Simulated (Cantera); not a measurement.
Charge: 1 mol HgO, 0.4 mol H₂, at 1 atm.

Method: chemical equilibrium by Gibbs-energy minimisation in Cantera with the NASA 1993 tables (ideal gas, pure condensed phases). Candidate condensed phases: H₂O, Hg, HgO; 10 gas species. The numbers say what is thermodynamically allowed, not how fast it happens. All values below are at 1048 K.

Base state: Hg 0.588, H₂O 0.235, O₂ 0.176 (mole fractions); condensed: gas only.

Question: What changes in the equilibrium state with this change: H₂ from 0.4 to 25 mol?

Answer: 
```tsv
species	before	after
H₂	<1e-9	0.923
Hg	0.588	0.0385
H₂O	0.235	0.0385
O₂	0.176	<1e-9
```
